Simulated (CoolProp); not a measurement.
Properties of isobutane along the isobar 5.01 MPa (Tc = 407.8 K, pc = 3.629 MPa, ω = 0.184).

Computed with CoolProp (reference Helmholtz-energy equation of state, Bücker 2006).

```
T (K)          phase  cp (kJ/(kg K))  expansivity (1/kK)  viscosity (µPa s)
-----  -------------  --------------  ------------------  -----------------
220.7         liquid           2.032               1.528                413
259.1         liquid           2.188               1.731                249
297.6         liquid           2.381               2.059                164
336           liquid           2.627               2.665                113
374.4         liquid           3.002               4.122               77.6
412.8  supercritical           4.273               12.60               44.8
451.2  supercritical           3.794               13.09               17.5
489.7  supercritical           3.078               5.880               15.9
528.1  supercritical           3.005               3.994               16.0
```

The peak of cp marks the crossing from liquid-like to gas-like fluid above the critical point.

Viscosity comes from a separate model (Vogel 2000).
